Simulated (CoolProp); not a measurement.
Saturation properties of R245fa.

Values from CoolProp's reference Helmholtz-energy equation of state, Akasaka 2015.

```csv
T (°C),p (MPa),liquid density (kg/m³),liquid cp (kJ/(kg K)),vapour Z,vapour viscosity (µPa s),liquid conductivity (mW/(m K))
-3.65,0.04499,1413,1.254,0.9761,10.6,101
3.65,0.06275,1395,1.269,0.9698,10.9,98.5
10.85,0.08539,(withheld),1.284,(withheld),11.2,96.2
18.05,0.1141,1357,1.300,0.9541,11.5,94.1
25.35,0.1505,1338,1.318,0.9444,11.8,91.9
32.55,0.1948,1318,1.335,0.9335,12.1,89.7
39.75,0.2486,1297,1.354,0.9214,12.4,87.6
47.05,0.3142,1276,1.374,0.9077,12.8,85.5
54.25,0.3912,1255,1.396,0.8926,13.1,83.4
61.45,0.4819,(withheld),(withheld),0.8760,13.4,81.3
68.75,0.5893,1209,(withheld),0.8575,13.8,79.2
75.95,0.7120,1185,(withheld),0.8374,14.1,77.1
83.15,0.8531,1159,1.502,0.8154,14.5,75.0
90.35,(withheld),1132,1.538,0.7912,14.9,72.9
97.65,1.200,1103,1.580,0.7642,15.4,(withheld)
```

Q: Some entries are withheld; supply them.

A: 
- 10.85, liquid density (kg/m³): 1376
- 10.85, vapour Z: 0.9625
- 61.45, liquid density (kg/m³): 1232
- 61.45, liquid cp (kJ/(kg K)): 1.419
- 68.75, liquid cp (kJ/(kg K)): 1.444
- 75.95, liquid cp (kJ/(kg K)): 1.472
- 90.35, p (MPa): 1.014
- 97.65, liquid conductivity (mW/(m K)): 70.7

It boils at 15.0 °C under 1 atm.

Viscosity comes from a separate model (Bell 2016), an estimate that may be off by 10 % or more. Thermal conductivity comes from a separate model (Huber 2003), an estimate that may be off by 10 % or more.
